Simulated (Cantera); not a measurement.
What does this Cantera script print?

```python
import numpy as np
import cantera as ct

gas_names = """
    H HNO HNO2 HNO3 HO2 H2 H2O H2O2 N NH NH2 NH3 NH2OH NO NO2 NO3 N2 N2H2 N2H4 N2O O OH O2 O3
""".split()
cond_names = """
    H2O(s) H2O(L)
""".split()


# ... load() reads the species with a 1 bar reference pressure and builds the phases ...
atoms = {
    'NH3': {'N': 1, 'H': 3},
    'H2': {'H': 2},
    'O2': {'O': 2},
}
top_T = {}  # K; cautious upper limits of use, not melting points


# ... equilibrate(T, P, feed) seeds the gas with the atoms and calls Mixture.equilibrate('TP', solver="vcs", rtol=1e-11, max_steps=5000) ...
results = []
feed = {'NH3': 1, 'H2': 0.034, 'O2': 0.81}  # mol
P = 1333.22  # Pa
for T in [673, 873, 1073, 1273, 1473, 1673, 1873, 2073, 2273, 2473, 2673, 2873, 3073, 3273]:
    mix = equilibrate(T, P, feed)
    results.append((T, P, feed, dict(zip(mix.species_names, mix.species_moles))))
    x = sorted(zip(gas.X, gas.species_names), reverse=True)
    print(f"T = {T:g} K  P = {P:g} Pa  gas = {mix.phase_moles(0):.4g} mol")
    print("   x: " + "  ".join(f"{s} {v:.3e}" for v, s in x if v > 1e-06))
    print("   condensed (mol): " + ("  ".join(f"{mix.phase(i).name} {mix.phase_moles(i):.4g}"
          for i in range(1, mix.n_phases) if mix.phase_moles(i) > 1e-12) or "none"))
```

Output:

```
T = 673 K  P = 1333.22 Pa  gas = 2.077 mol
   x: H2O 7.386e-01  N2 2.407e-01  O2 2.070e-02
   condensed (mol): none
T = 873 K  P = 1333.22 Pa  gas = 2.077 mol
   x: H2O 7.386e-01  N2 2.407e-01  O2 2.070e-02  NO 1.097e-06
   condensed (mol): none
T = 1073 K  P = 1333.22 Pa  gas = 2.077 mol
   x: H2O 7.386e-01  N2 2.407e-01  O2 2.070e-02  NO 1.147e-05  OH 1.948e-06
   condensed (mol): none
T = 1273 K  P = 1333.22 Pa  gas = 2.077 mol
   x: H2O 7.385e-01  N2 2.407e-01  O2 2.067e-02  NO 5.736e-05  OH 3.416e-05  H2 2.367e-06
   condensed (mol): none
T = 1473 K  P = 1333.22 Pa  gas = 2.077 mol
   x: H2O 7.383e-01  N2 2.406e-01  O2 2.057e-02  OH 2.755e-04  NO 1.850e-04  H2 5.839e-05  O 3.466e-06
   condensed (mol): none
T = 1673 K  P = 1333.22 Pa  gas = 2.078 mol
   x: H2O 7.367e-01  N2 2.403e-01  O2 2.045e-02  OH 1.347e-03  H2 6.733e-04  NO 4.503e-04  O 4.139e-05  H 2.559e-05
   condensed (mol): none
T = 1873 K  P = 1333.22 Pa  gas = 2.085 mol
   x: H2O 7.287e-01  N2 2.393e-01  O2 2.117e-02  OH 4.718e-03  H2 4.492e-03  NO 9.230e-04  H 3.746e-04  O 2.979e-04
   condensed (mol): none
T = 2073 K  P = 1333.22 Pa  gas = 2.11 mol
   x: H2O 7.001e-01  N2 2.360e-01  O2 2.548e-02  H2 1.866e-02  OH 1.328e-02  H 3.111e-03  NO 1.772e-03  O 1.589e-03
   condensed (mol): none
T = 2273 K  P = 1333.22 Pa  gas = 2.184 mol
   x: H2O 6.277e-01  N2 2.273e-01  H2 5.074e-02  O2 3.614e-02  OH 3.147e-02  H 1.639e-02  O 6.976e-03  NO 3.303e-03  HO2 1.708e-06
   condensed (mol): none
T = 2473 K  P = 1333.22 Pa  gas = 2.365 mol
   x: H2O 4.906e-01  N2 2.086e-01  H2 9.751e-02  OH 6.093e-02  H 6.031e-02  O2 5.154e-02  O 2.491e-02  NO 5.587e-03  HO2 3.507e-06
   condensed (mol): none
T = 2673 K  P = 1333.22 Pa  gas = 2.755 mol
   x: H2O 2.965e-01  N2 1.775e-01  H 1.626e-01  H2 1.341e-01  OH 8.961e-02  O 6.951e-02  O2 6.221e-02  NO 7.891e-03  HO2 5.134e-06  N 4.777e-06
   condensed (mol): none
T = 2873 K  P = 1333.22 Pa  gas = 3.446 mol
   x: H 3.201e-01  O 1.455e-01  N2 1.407e-01  H2 1.236e-01  H2O 1.164e-01  OH 9.027e-02  O2 5.464e-02  NO 8.759e-03  N 1.924e-05  HO2 4.461e-06
   condensed (mol): none
T = 3073 K  P = 1333.22 Pa  gas = 4.245 mol
   x: H 4.626e-01  O 2.241e-01  N2 1.139e-01  H2 7.385e-02  OH 5.889e-02  O2 3.204e-02  H2O 2.679e-02  NO 7.730e-03  N 6.445e-05  HO2 2.077e-06
   condensed (mol): none
T = 3273 K  P = 1333.22 Pa  gas = 4.772 mol
   x: H 5.391e-01  O 2.730e-01  N2 1.017e-01  H2 3.336e-02  OH 2.839e-02  O2 1.391e-02  NO 5.979e-03  H2O 4.365e-03  N 1.933e-04  NH 1.306e-06
   condensed (mol): none
```

Equilibrium computed with Cantera from the NASA thermochemical tables; the gas is ideal and each condensed phase is pure.
